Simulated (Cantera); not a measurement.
**Fluorocarbon and chlorocarbon gases: CCl4 + F2**

Feed: 1 mol CCl4, 0.027 mol F2, held at 0.480 Torr.

Equilibrium computed with Cantera from the NASA thermochemical tables; the gas is ideal and each condensed phase is pure. Candidate condensed phases: C; 27 gas species. Gases not in the tables: C2F6 and larger saturated fluorocarbons. Equilibrium is a limit: real reactors are often held back by kinetics, nucleation or transport.

```
T (K)  log p Cl  log p Cl2  log p CF4  log p F  log p CClF3  n C(graphite)
-----  --------  ---------  ---------  -------  -----------  -------------
1073      -4.58      -3.22      -5.41   -11.44        -6.43          0.986
1123      -4.31      -3.23      -5.41   -10.76        -6.46          0.986
1173      -4.08      -3.26      -5.43   -10.13        -6.49          0.986
1223      -3.87      -3.30      -5.44    -9.56        -6.54          0.986
1273      -3.69      -3.36      -5.47    -9.04        -6.60          0.986
1323      -3.55      -3.45      -5.50    -8.55        -6.68          0.986
1373      -3.43      -3.58      -5.54    -8.11        -6.78          0.986
1423      -3.34      -3.74      -5.58    -7.70        -6.89          0.986
1473      -3.28      -3.94      -5.61    -7.31        -7.03          0.986
1523      -3.25      -4.16      -5.65    -6.95        -7.17          0.986
1573      -3.22      -4.39      -5.68    -6.61        -7.31          0.986
1623      -3.21      -4.62      -5.72    -6.30        -7.46          0.986
```
log p: log10 of the partial pressure in bar; n: condensed amount in mol.

From 1073 K to 1623 K the condensed part is C(graphite). The main C-bearing gas is CF4 throughout.
